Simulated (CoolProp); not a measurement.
Vapour-liquid equilibrium of nitrogen (1) + carbon monoxide (2) at 0.278 MPa; x and y are mole fractions of (1).

Values from CoolProp's multi-fluid Helmholtz-energy mixture model, Span 2000 and Lemmon 2006; pair parameters Gernert 2013.

Give the bubble temperature and the first vapour's composition at x = 0.05, 0.275, 0.425. Is there an azeotrope?

x = 0.05: 91.4 K, y = 0.074; x = 0.275: 90.0 K, y = 0.365; x = 0.425: 89.3 K, y = 0.525. No azeotrope shows between x = 0.05 and 0.95.

The pair parameters rest on a limited set of measurements; away from them the model extrapolates.
